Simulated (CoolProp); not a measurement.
Vapour-liquid equilibrium of R152A (1) + methanol (2) at 77.75 °C; x and y are mole fractions of (1).

The numbers come from the multi-fluid Helmholtz-energy mixture model, Outcalt 1996 and de Reuck 1993; pair parameters Bell 2016 in CoolProp.

**Question.** Give the bubble pressure and the first vapour's composition at x = 0.35, 0.65, 0.8. Is there an azeotrope?

**Answer.** x = 0.35: 12.03 bar, y = 0.862; x = 0.65: 15.75 bar, y = 0.912; x = 0.8: 18.12 bar, y = 0.944. No azeotrope shows between x = 0.05 and 0.95.

Pair parameters are fitted to limited data, so mixtures are less certain than the pure fluids. The gap from Raoult's law changes sign with composition, which may be real or a fault of the pair parameters; it wasn't checked against measurements. With so large a gap from Raoult's law the liquid may split in two, which this calculation doesn't test in full.
